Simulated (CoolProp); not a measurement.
Octamethylcyclotetrasiloxane (D4) along the isobar 1.85 MPa: density (kg/m³) from the reference equation and from simpler models built on Tc = 586.5 K, pc = 1.347 MPa, ω = 0.598; each cubic takes its own stable root.

The numbers come from the reference Helmholtz-energy equation of state, Thol 2015 in CoolProp.

```json
[
 {"T (K)": "342.4", "phase": "liquid", "reference": "903.3"},
 {"T (K)": "365.5", "phase": "liquid", "reference": "876.7"},
 {"T (K)": "388.7", "phase": "liquid", "reference": "849.4"},
 {"T (K)": "411.8", "phase": "liquid", "reference": "821.5"},
 {"T (K)": "434.9", "phase": "liquid", "reference": "792.5"},
 {"T (K)": "458.1", "phase": "liquid", "reference": "762.0"},
 {"T (K)": "481.2", "phase": "liquid", "reference": "729.8"},
 {"T (K)": "504.3", "phase": "liquid", "reference": "694.8"},
 {"T (K)": "527.5", "phase": "liquid", "reference": "655.4"},
 {"T (K)": "550.6", "phase": "liquid", "reference": "609.2"},
 {"T (K)": "573.7", "phase": "liquid", "reference": "548.8"},
 {"T (K)": "596.9", "phase": "supercritical", "reference": "442.0"},
 {"T (K)": "620", "phase": "supercritical", "reference": "235.5"}
]
```

Problem. How far does each simpler model (van der Waals, Soave-Redlich-Kwong, Peng-Robinson) lie from the reference over these 13 states: mean and median of the absolute difference, and the worst?

Solution. 
- van der Waals: mean 36.7 %, median 39.2 %, worst -42.0 % at 342.4 K and 1.85 MPa
- Soave-Redlich-Kwong: mean 10.8 %, median 9.5 %, worst -19.2 % at 596.9 K and 1.85 MPa
- Peng-Robinson: mean 3.3 %, median 2.6 %, worst -11.5 % at 596.9 K and 1.85 MPa
